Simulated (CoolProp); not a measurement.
A simple Rankine cycle with isobutane: condensing at 309.15 K, boiler at 2.37 MPa, turbine inlet 532.8 K, turbine efficiency 0.6, pump efficiency 0.8, no recuperator. Each further row changes one setting.

Model: reference Helmholtz-energy equation of state, Bücker 2006, in CoolProp.

```json
[
 {"case": "as stated", "thermal efficiency (%)": "7.7", "net work (kJ/kg)": "___", "heat in (kJ/kg)": "801", "turbine exit temperature (K)": "500.0", "volume ratio over the turbine": "5.01"},
 {"case": "turbine inlet 552.8 K", "thermal efficiency (%)": "___", "net work (kJ/kg)": "64.8", "heat in (kJ/kg)": "858", "turbine exit temperature (K)": "___", "volume ratio over the turbine": "4.97"},
 {"case": "condensing temperature 301.15 K", "thermal efficiency (%)": "___", "net work (kJ/kg)": "___", "heat in (kJ/kg)": "821", "turbine exit temperature (K)": "496.1", "volume ratio over the turbine": "___"},
 {"case": "boiler pressure 1.66 MPa", "thermal efficiency (%)": "___", "net work (kJ/kg)": "49.9", "heat in (kJ/kg)": "811", "turbine exit temperature (K)": "508.2", "volume ratio over the turbine": "3.46"},
 {"case": "turbine efficiency 0.5", "thermal efficiency (%)": "6.3", "net work (kJ/kg)": "50.7", "heat in (kJ/kg)": "801", "turbine exit temperature (K)": "504.2", "volume ratio over the turbine": "5.05"}
]
```

Complete the blanks.


- as stated, net work (kJ/kg): 61.7
- turbine inlet 552.8 K, thermal efficiency (%): 7.6
- turbine inlet 552.8 K, turbine exit temperature (K): 520.4
- condensing temperature 301.15 K, thermal efficiency (%): 8.6
- condensing temperature 301.15 K, net work (kJ/kg): 70.5
- condensing temperature 301.15 K, volume ratio over the turbine: 6.23
- boiler pressure 1.66 MPa, thermal efficiency (%): 6.2
